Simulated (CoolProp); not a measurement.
Computed with CoolProp (reference Helmholtz-energy equation of state, Lemmon 2003). It is a pseudo-pure fit of the blend.

Question: For R507A, give the phase and the isothermal compressibility (1/MPa), viscosity (µPa s) at 429.4 K and 17.7 MPa; 476.7 K and 17.7 MPa.

Answer: 
- 429.4 K and 17.7 MPa: supercritical; isothermal compressibility 0.0297, viscosity 64.8
- 476.7 K and 17.7 MPa: supercritical; isothermal compressibility 0.0424, viscosity 50.2

Viscosity comes from a separate model (Geller 2000).
